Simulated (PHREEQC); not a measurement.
A PHREEQC input (ion-association model, wateq4f.dat):

```
SOLUTION 1
  temp 25
  units mg/kgw
  pH 7.17
  pe 11.1
  Na 0.725
  K 3.03
  Ca 14.3
  Mg 9.67
  Cl 12.8
  S(6) 12.3 as SO4
  Alkalinity 61.9 as HCO3
  Ba 0.0723
  Sr 0.281
END
USE solution 8
EQUILIBRIUM_PHASES 1
  Quartz 0 0.5
  CO2(g) -2.5 10
END
```

It stops with these messages:

```
ERROR: Solution 8 not found.
```

The fault: USE names a solution that was never defined. The line should read `USE solution 1` where the input has `USE solution 8`. With the mend the run ends at pH 7.30 and ionic strength 0.00245 mol/kgw.
